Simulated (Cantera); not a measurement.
An isothermal, constant-pressure homogeneous reactor starts with H2 : O2 : N2 = 0.6 : 1 : 0.58 (molar parts), at 1175 K and 100000 Pa.

Detailed kinetics in Cantera: GRI-Mech 3.0 (53 species, 325 reactions). The temperature is held fixed by assumption; the heat of reaction is taken as removed at once.

x: mole fraction; the columns are a selection and need not sum to one.

```
t (s)        x H2   x O2      x OH    x H2O2    x H2O    x N2O       x H
--------  -------  -----  --------  --------  -------  -------  --------
7.00e-6     0.275  0.459   1.00e-7  4.64e-10  8.58e-7   <1e-12   5.46e-7
3.67e-5    0.0280  0.377   0.00367   5.28e-5    0.282  2.45e-8   0.00263
0.000192  0.00504  0.374  0.000118   3.68e-5    0.313  3.91e-8   1.02e-5
0.00101         …  0.373         …         …    0.317  4.39e-8         …
0.00529         …  0.372         …         …    0.319  4.76e-8         …
0.0277    6.62e-6  0.372   5.63e-6   8.71e-9    0.319  4.80e-8  6.57e-10
0.145     4.02e-9  0.372   4.44e-6   3.82e-9    0.319  4.60e-8  7.91e-12
0.763     3.93e-9  0.372   4.38e-6   3.72e-9    0.319  3.66e-8  7.74e-12
4.00      3.93e-9  0.372   4.38e-6   3.71e-9    0.319  1.34e-8  7.74e-12
```

Task: What belongs in the gaps?

Result: 
- 0.00101, x H2: 0.00181
- 0.00101, x OH: 3.90e-5
- 0.00101, x H2O2: 1.27e-5
- 0.00101, x H: 1.18e-6
- 0.00529, x H2: 0.000237
- 0.00529, x OH: 1.37e-5
- 0.00529, x H2O2: 5.41e-7
- 0.00529, x H: 5.42e-8
